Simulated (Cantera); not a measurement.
**Thermodynamics of nitride etching, feed BN + Cl₂ + H₂**

A closed system holds: 1 mol BN, 19 mol Cl₂, a varied amount of H₂, at 848.15 K and 100 Torr.

Equilibrium computed with Cantera from the NASA thermochemical tables; the gas is ideal and each condensed phase is pure. Candidate condensed phases: B, BN, NH₄Cl; 21 gas species. Gases not in the tables: BHCl₂. Equilibrium is a limit: real reactors are often held back by kinetics, nucleation or transport.

```
n(H₂) (mol)  x HCl     x H₂     x Cl₂   x BCl₃     x N₂      x Cl  n BN(s)
-----------  -----  -------  --------  -------  -------  --------  -------
7.2          0.550   <1e-12     0.393   0.0382   0.0191   4.61e-5        0
19           0.988  0.00584  8.56e-11  0.00389  0.00195  6.81e-10    0.852
31           0.760    0.240  1.23e-12  5.60e-5  2.79e-5  8.17e-11    0.997
43           0.613    0.387    <1e-12  2.27e-5  1.12e-5  5.19e-11    0.999
55           0.513    0.487    <1e-12  1.27e-5  6.24e-6  3.88e-11    0.999
67           0.442    0.558    <1e-12  8.21e-6  4.00e-6  3.11e-11    0.999
79           0.388    0.612    <1e-12  5.79e-6  2.79e-6  2.61e-11    0.999
92           0.342    0.658    <1e-12  4.21e-6  2.01e-6  2.22e-11    1.000
```
x: gas mole fraction; n: condensed amount in mol.

At 7.2 mol H₂ nothing is condensed. From 19 mol H₂ to 92 mol H₂ the condensed part is BN(s). The main B-bearing gas is BCl₃ throughout. The share of B in condensed phases is highest at 92 mol H₂ (100.0 %) and lowest at 7.2 mol H₂ (0.0 %).
